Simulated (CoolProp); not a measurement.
Vapour-liquid equilibrium of diethyl ether (1) + benzene (2) at 1110 kPa; x and y are mole fractions of (1).

Model: multi-fluid Helmholtz-energy mixture model, Thol 2014 and Thol 2012; pair parameters Bell 2016, in CoolProp.

Question: Give the bubble temperature and the first vapour's composition at x = 0.05, 0.65, 0.95. Is there an azeotrope?

Answer: x = 0.05: 453.2 K, y = 0.105; x = 0.65: 413.8 K, y = 0.816; x = 0.95: 400.0 K, y = 0.979. No azeotrope shows between x = 0.05 and 0.95.

Pair parameters are fitted to limited data, so mixtures are less certain than the pure fluids.
